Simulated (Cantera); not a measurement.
Feed: 1 mol CH₄, 5.5 mol H₂, a varied amount of N₂, 0.52 mol H₂O, at 848 K and 13.3 mbar.

Equilibrium computed with Cantera from the NASA thermochemical tables; the gas is ideal and each condensed phase is pure. Candidate condensed phases: C, C₆H₆, C₇H₈, C₈H₁₈, H₂O; 136 gas species. The numbers say what is thermodynamically allowed, not how fast it happens.

x: gas mole fraction; n: condensed amount in mol.

| n(N₂) (mol) | x N₂ | x H₂ | x CO | x CH₄ | x H₂O | x CO₂ | n C(graphite) |
|---|---|---|---|---|---|---|---|
| 3 | 0.262 | 0.689 | 0.0415 | 0.00406 | 0.00282 | [?] | 0.472 |
| 3.9 | 0.316 | 0.639 | 0.0387 | 0.00349 | 0.00244 | [?] | 0.473 |
| 5.2 | 0.380 | 0.579 | 0.0353 | 0.00286 | 0.00201 | [?] | 0.474 |
| 6.9 | 0.449 | 0.515 | 0.0316 | 0.00227 | 0.00160 | [?] | 0.474 |
| 9.1 | 0.518 | 0.451 | 0.0279 | 0.00174 | 0.00124 | [?] | 0.475 |
| 12 | 0.586 | 0.388 | 0.0241 | 0.00129 | 0.000920 | [?] | 0.476 |
| 16 | 0.653 | 0.325 | 0.0203 | 0.000902 | 0.000650 | [?] | 0.477 |
| 21 | 0.712 | 0.270 | 0.0170 | 0.000623 | 0.000452 | [?] | 0.478 |

Question: Complete the blanks.

Answer: 
- 3, x CO₂: 0.000525
- 3.9, x CO₂: 0.000456
- 5.2, x CO₂: 0.000379
- 6.9, x CO₂: 0.000304
- 9.1, x CO₂: 0.000236
- 12, x CO₂: 0.000177
- 16, x CO₂: 0.000126
- 21, x CO₂: 8.79e-5
